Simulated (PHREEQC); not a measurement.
Model water analysis in mg/kgw, 40 °C, pH 6.34:

```
constituent          mg/kgw
------------------  -------
Na                     2660
K                       353
Ca                      131
Mg                      111
Cl                     4510
S(6) as SO4             491
Alkalinity as HCO3  0.00324
Si as SiO2             2.41
B                     0.166
```

Cl is adjusted to close the charge balance.
Valence states are taken as typed.

Equilibrium calculation in PHREEQC: Pitzer model, pitzer.dat.

| Quantity | Result |
|---|---|
| ionic strength | 0.153 mol/kgw |
| specific conductance | 19400 µS/cm |
| density | 0.998 g/cm³ |
| osmotic coefficient | 0.913 |

```json
[
 {"species": "Cl-", "molality": "0.130", "activity": "0.0955", "log γ": "-0.135"},
 {"species": "Na+", "molality": "0.116", "activity": "0.0876", "log γ": "-0.121"},
 {"species": "K+", "molality": "0.00903", "activity": "0.00670", "log γ": "-0.130"},
 {"species": "SO4-2", "molality": "0.00511", "activity": "0.00119", "log γ": "-0.634"},
 {"species": "Mg+2", "molality": "0.00457", "activity": "0.00144", "log γ": "-0.500"},
 {"species": "Ca+2", "molality": "0.00327", "activity": "0.000963", "log γ": "-0.531"},
 {"species": "H4SiO4", "molality": "4.01e-5", "activity": "4.07e-5", "log γ": "0.007"},
 {"species": "B(OH)3", "molality": "1.53e-5", "activity": "1.53e-5", "log γ": "0.000"}
]
```

Precipitation was switched off in this run. Away from 25 °C the constants follow the database's enthalpies or fits; those with neither stay at their 25 °C values.
